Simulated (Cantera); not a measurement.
A closed system holds: 1 mol V, 7.4 mol NH3, 1.6 mol N2, at 2227 °C and 1000 Pa.

Method: chemical equilibrium by Gibbs-energy minimisation in Cantera with the NASA 1993 tables (ideal gas, pure condensed phases). Candidate condensed phases: V, VN; 11 gas species. Equilibrium is a limit: real reactors are often held back by kinetics, nucleation or transport.

Base state: H2 0.493, N2 0.278, H 0.177, V 0.0524 (mole fractions); condensed: gas only.

Q: What changes in the equilibrium state with this change: temperature from 2227 °C to 1477 °C?

A: 
| species | before | after |
|---|---|---|
| H2 | 0.493 | 0.696 |
| N2 | 0.278 | 0.302 |
| H | 0.177 | 0.00194 |
| V | 0.0524 | 4.08e-7 |
| VN(s), mol | 0 | 1.000 |
VN: taken at fixed stoichiometry. Condensed phases not in the tables: V2N.

Q: What changes in the equilibrium state with this change: temperature from 2227 °C to 1500 °C?

A: 
```tsv
species	before	after
H2	0.493	0.696
N2	0.278	0.302
H	0.177	0.00238
V	0.0524	7.74e-7
VN(s), mol	0	1.000
```
VN: taken at fixed stoichiometry. Condensed phases not in the tables: V2N.
